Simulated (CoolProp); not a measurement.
Propyne along the isobar 110 bar: density (kg/m³) from the reference equation and from simpler models built on Tc = 402.7 K, pc = 56.58 bar, ω = 0.204; each cubic takes its own stable root.

Computed with CoolProp (reference Helmholtz-energy equation of state, Polt 1992). This equation is an older, rougher fit; its heat capacities, sound speeds and derivatives of the liquid may be far off and weren't checked against measurements.

```json
[
 {"T (K)": "319.4", "phase": "liquid", "reference": "595.7", "van der Waals": "384.8", "Redlich-Kwong": "532.7", "Peng-Robinson": "616.6"},
 {"T (K)": "329.7", "phase": "liquid", "reference": "580.2", "van der Waals": "377.3", "Redlich-Kwong": "517.8", "Peng-Robinson": "599.2"},
 {"T (K)": "340", "phase": "liquid", "reference": "564.2", "van der Waals": "369.6", "Redlich-Kwong": "502.1", "Peng-Robinson": "580.5"},
 {"T (K)": "350.3", "phase": "liquid", "reference": "547.5", "van der Waals": "361.5", "Redlich-Kwong": "485.6", "Peng-Robinson": "560.4"},
 {"T (K)": "360.6", "phase": "liquid", "reference": "529.8", "van der Waals": "353.1", "Redlich-Kwong": "468.3", "Peng-Robinson": "538.7"},
 {"T (K)": "370.9", "phase": "liquid", "reference": "510.9", "van der Waals": "344.2", "Redlich-Kwong": "449.8", "Peng-Robinson": "515.3"},
 {"T (K)": "381.2", "phase": "liquid", "reference": "490.6", "van der Waals": "334.8", "Redlich-Kwong": "430.2", "Peng-Robinson": "489.6"},
 {"T (K)": "391.5", "phase": "liquid", "reference": "468.3", "van der Waals": "324.8", "Redlich-Kwong": "409.3", "Peng-Robinson": "461.5"},
 {"T (K)": "401.8", "phase": "liquid", "reference": "443.5", "van der Waals": "314.2", "Redlich-Kwong": "386.7", "Peng-Robinson": "430.5"},
 {"T (K)": "412.2", "phase": "supercritical", "reference": "414.9", "van der Waals": "302.8", "Redlich-Kwong": "362.1", "Peng-Robinson": "395.7"},
 {"T (K)": "422.5", "phase": "supercritical", "reference": "381.6", "van der Waals": "290.6", "Redlich-Kwong": "335.8", "Peng-Robinson": "357.7"},
 {"T (K)": "432.8", "phase": "supercritical", "reference": "342.0", "van der Waals": "277.3", "Redlich-Kwong": "307.4", "Peng-Robinson": "317.1"},
 {"T (K)": "443.1", "phase": "supercritical", "reference": "297.0", "van der Waals": "263.1", "Redlich-Kwong": "277.9", "Peng-Robinson": "277.0"},
 {"T (K)": "453.4", "phase": "supercritical", "reference": "254.2", "van der Waals": "247.7", "Redlich-Kwong": "248.9", "Peng-Robinson": "241.9"},
 {"T (K)": "463.7", "phase": "supercritical", "reference": "220.9", "van der Waals": "231.5", "Redlich-Kwong": "222.9", "Peng-Robinson": "214.1"},
 {"T (K)": "474", "phase": "supercritical", "reference": "197.0", "van der Waals": "215.0", "Redlich-Kwong": "201.3", "Peng-Robinson": "192.9"}
]
```
